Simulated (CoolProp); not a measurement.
Vapour-liquid equilibrium of R1234ze(E) (1) + R227EA (2) at 0.000498 MPa; x and y are mole fractions of (1).

Values from CoolProp's multi-fluid Helmholtz-energy mixture model, Thol 2016 and Lemmon 2016; pair parameters Bell 2023.

```
x     bubble temperature (K)  y at the bubble point  dew temperature at overall composition x (K)  liquid density (mol/L)
----  ----------------------  ---------------------  --------------------------------------------  ----------------------
0.05                   178.0                  0.064                                         178.1                   10.63
0.15                   177.8                  0.187                                         177.8                   10.84
0.25                   177.5                    ___                                         177.6                     ___
0.35                   177.2                  0.410                                         177.4                     ___
0.45                   177.0                  0.511                                         177.1                   11.54
0.55                   176.8                  0.606                                           ___                   11.80
0.65                   176.6                  0.697                                         176.7                   12.06
0.75                     ___                  0.785                                         176.5                   12.34
0.85                   176.2                  0.871                                         176.3                   12.63
0.95                   176.1                  0.957                                         176.1                   12.93
```

Q: Some entries are withheld; supply them.

A: 
- 0.25, y at the bubble point: 0.303
- 0.25, liquid density (mol/L): 11.07
- 0.35, liquid density (mol/L): 11.30
- 0.55, dew temperature at overall composition x (K): 176.9
- 0.75, bubble temperature (K): 176.4

No azeotrope shows between x = 0.05 and 0.95.

Pair parameters are fitted to limited data, so mixtures are less certain than the pure fluids.
